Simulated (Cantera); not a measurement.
Input: 1 mol SiHCl3, 0.019 mol HCl, 17 mol N2, at 1500 K and 0.960 bar.

These are equilibrium values from Cantera (NASA tables, ideal gas, pure condensed phases), not measurements of a reactor. Candidate condensed phases: NH4Cl, Si, Si3N4; 28 gas species. The tables' values for SiCl3 are old estimates; treat these amounts as uncertain. Kinetics and transport are ignored.

Base state: N2 0.917, HCl 0.0473, SiCl4 0.0249, SiCl3 0.00438, H2 0.00417, SiCl2 0.00245, SiHCl3 0.000227, Cl 1.06e-5 (mole fractions); condensed: Si3N4(s).

**Question.** What changes in the equilibrium state with this change: N2 from 17 to 36 mol?

**Answer.** 
| species | before | after |
|---|---|---|
| N2 | 0.917 | 0.959 |
| HCl | 0.0473 | 0.0241 |
| SiCl4 | 0.0249 | 0.0115 |
| SiHCl3 | 0.000227 | 7.77e-5 |
| H2 | 0.00417 | 0.00157 |
| SiCl3 | 0.00438 | 0.00244 |
| SiCl2 | 0.00245 | 0.00164 |
| Si3N4(s), mol | 0.139 | 0.139 |
